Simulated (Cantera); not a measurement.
A closed system holds: 1 mol Ta2O5, 11 mol H2, 0.57 mol H2O, equilibrated at 0.133 bar.

These are equilibrium values from Cantera (NASA tables, ideal gas, pure condensed phases), not measurements of a reactor. Candidate condensed phases: H2O, Ta, Ta2O5; 12 gas species. Kinetics and transport are ignored. All values below are at 1175 °C.

Base state: H2 0.951, H2O 0.0493, H 2.46e-5 (mole fractions); condensed: Ta2O5(s).

Problem. What changes in the equilibrium state with this change: Ta2O5 replaced by FeS2?

Solution. 
```
species         before     after
-------------  -------  --------
H2               0.951     0.868
H2S                  0    0.0798
H2O             0.0493    0.0491
S2                   0   0.00285
SH                   0  0.000651
H              2.46e-5   2.35e-5
Ta2O5(s), mol     1.00         0
FeS(s), mol          0     1.000
```
FeS: taken at fixed stoichiometry. Further candidate phases: Fe, FeO, Fe(OH)2, Fe(OH)3, FeS, FeSO4, FeS2, Fe2O3, Fe2(SO4)3, Fe3O4, H2SO4, S.
